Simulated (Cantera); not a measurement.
An adiabatic, constant-volume homogeneous reactor starts with 25.8 % H2, 15.5 % O2, 58.6 % N2, at 1475 K and 1.01 bar.

Cantera simulation using GRI-Mech 3.0 (53 species, 325 reactions); the numbers are that mechanism's predictions, not measurements.

**Question.** Predict: time of steepest temperature rise; temperature at 0.100 s; equilibrium temperature; x(H2) at 0.100 s; x(O2) at 0.100 s; x(OH) at 0.100 s; x(H) at 0.100 s; x(N2O) at 0.100 s; x(H2O2) at 0.100 s.

**Answer.** 
```json
{
 "time_of_steepest_temperature_rise": "14.0 µs",
 "temperature at 0.100 s": "2928 K",
 "equilibrium_temperature": "2928 K",
 "x(H2) at 0.100 s": "0.0342 (gas-phase equilibrium 0.0342)",
 "x(O2) at 0.100 s": "0.0287 (gas-phase equilibrium 0.0287)",
 "x(OH) at 0.100 s": "0.0354 (gas-phase equilibrium 0.0354)",
 "x(H) at 0.100 s": "0.0173 (gas-phase equilibrium 0.0173)",
 "x(N2O) at 0.100 s": "9.97e-7 (gas-phase equilibrium 9.97e-7)",
 "x(H2O2) at 0.100 s": "7.92e-7 (gas-phase equilibrium 7.92e-7)"
}
```
